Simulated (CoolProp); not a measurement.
R134a along the isotherm 455 K: fugacity coefficient from the reference equation and from simpler models built on Tc = 374.2 K, pc = 4.059 MPa, ω = 0.327; each cubic takes its own stable root.

Computed with CoolProp (reference Helmholtz-energy equation of state, Tillner-Roth 1994).

| p (MPa) | phase | reference |
|---|---|---|
| 0.0321 | gas | 0.9986 |
| 0.0542 | gas | 0.9977 |
| 0.0914 | gas | 0.9961 |
| 0.154 | gas | 0.9935 |
| 0.26 | gas | 0.9891 |
| 0.439 | gas | 0.9816 |
| 0.741 | gas | 0.9690 |
| 1.25 | gas | 0.9481 |
| 2.11 | gas | 0.9135 |
| 3.56 | gas | 0.8570 |
| 6.01 | supercritical | 0.7679 |
| 10.1 | supercritical | 0.6430 |

Problem. How far does each simpler model (Redlich-Kwong, Soave-Redlich-Kwong) lie from the reference over these 12 states: mean and median of the absolute difference, and the worst?

Solution. 
- Redlich-Kwong: mean 1.0 %, median 0.3 %, worst -4.9 % at 455 K and 10.1 MPa
- Soave-Redlich-Kwong: mean 0.8 %, median 0.1 %, worst +4.9 % at 455 K and 10.1 MPa
